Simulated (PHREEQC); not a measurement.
# Nickel, zinc or cadmium bath

A solution holds 1.4 mmol/kgw ZnSO4, 0.056 mmol/kgw H3BO3 and 68 mmol/kgw FeSO4, at 25 °C. Closed to the air; pH follows from the charge balance.

All values are PHREEQC results (ion-association model, phreeqc.dat), not measurements.

```yaml
pH: 5.86
ionic_strength: 0.158 mol/kgw
specific_conductance: 6850 µS/cm
density: 1.007 g/cm³
```

| species | molality | activity | log γ |
|---|---|---|---|
| SO4-2 | 0.0392 | 0.0125 | -0.497 |
| Fe+2 | 0.0388 | 0.0136 | -0.454 |
| FeSO4 | 0.0292 | 0.0303 | 0.016 |
| Zn+2 | 0.000634 | 0.000205 | -0.490 |
| ZnSO4 | 0.000580 | 0.000601 | 0.016 |
| Zn(SO4)2-2 | 0.000186 | 6.11e-5 | -0.483 |

No solid was allowed to form.
